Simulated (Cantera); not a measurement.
A freely propagating, adiabatic, planar premixed flame of 10.6 % CH₄, 0.457 % C₂H₆, 25.4 % O₂, 63.5 % N₂, unburnt at 525 K and 0.247 atm; mixture-averaged transport, grid criteria slope 0.08 and curve 0.16, no radiation.

Cantera simulation using GRI-Mech 3.0 (53 species, 325 reactions); the numbers are that mechanism's predictions, not measurements. Burning velocities carry a grid error of a few per cent, more on coarse grids.

x: mole fraction of selected species; z is measured from the peak of heat release.

| z (mm) | T (K) | u (m/s) | x CH₄ | x C₂H₆ | x O₂ | x H₂O | x N₂O | x C₂H₂ |
|---|---|---|---|---|---|---|---|---|
| -2.48 | 525 | 2.03 | 0.106 | 0.00457 | 0.254 | 4.30e-6 | <1e-8 | <1e-8 |
| -1.65 | 525 | 2.04 | 0.106 | 0.00456 | 0.254 | 7.74e-5 | <1e-8 | <1e-8 |
| -1.24 | 528 | 2.05 | 0.106 | 0.00455 | 0.253 | 0.000482 | <1e-8 | 3.42e-8 |
| -0.827 | 566 | 2.22 | 0.103 | 0.00450 | 0.249 | 0.00511 | <1e-8 | 9.53e-7 |
| -0.414 | 954 | 3.81 | 0.0781 | 0.00400 | 0.217 | 0.0472 | <1e-8 | 2.81e-5 |
| -0.207 | 1401 | 5.69 | 0.0447 | 0.00189 | 0.169 | 0.0967 | <1e-8 | 0.000100 |
| 0 | [?] | 7.50 | [?] | [?] | [?] | [?] | [?] | [?] |
| 0.207 | 2009 | 8.32 | 0.00167 | 1.34e-6 | 0.0762 | 0.171 | 2.54e-8 | 5.17e-5 |
| 0.414 | 2052 | 8.50 | [?] | <1e-8 | [?] | 0.179 | [?] | [?] |
| 0.827 | 2079 | 8.56 | 4.37e-7 | <1e-8 | 0.0513 | 0.179 | 3.86e-8 | <1e-8 |
| 1.65 | 2111 | 8.65 | <1e-8 | <1e-8 | 0.0478 | 0.177 | 3.95e-8 | <1e-8 |
| 3.31 | 2156 | 8.80 | <1e-8 | <1e-8 | 0.0460 | 0.179 | 4.26e-8 | <1e-8 |
| 6.62 | 2222 | 9.03 | <1e-8 | <1e-8 | 0.0443 | 0.184 | 5.08e-8 | <1e-8 |

**Question.** Complete the blanks.

**Answer.** 
- 0, T (K): 1821
- 0, x CH₄: 0.0131
- 0, x C₂H₆: 0.000149
- 0, x O₂: 0.113
- 0, x H₂O: 0.146
- 0, x N₂O: 1.48e-8
- 0, x C₂H₂: 0.000177
- 0.414, x CH₄: 0.000120
- 0.414, x O₂: 0.0603
- 0.414, x N₂O: 3.33e-8
- 0.414, x C₂H₂: 3.39e-6
